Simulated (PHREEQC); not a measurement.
A solution holds 0.72 mol NH4Cl, 0.059 mol KHSO4 and 0.00013 mol K3PO4 per kg of water, at 25 °C. Closed to the air; pH follows from the charge balance.

Equilibrium calculation in PHREEQC: ion-association model, phreeqc.dat.

No solid was allowed to form.

**Question.** What pH does the model give?

**Answer.** pH 1.48.

**Question.** In which forms is P present?

**Answer.** H3PO4 73 %, H2PO4- 27 % of the P.

The ionic strength is past about 0.7 mol/kgw, beyond the range of this activity model, so the values are rough.
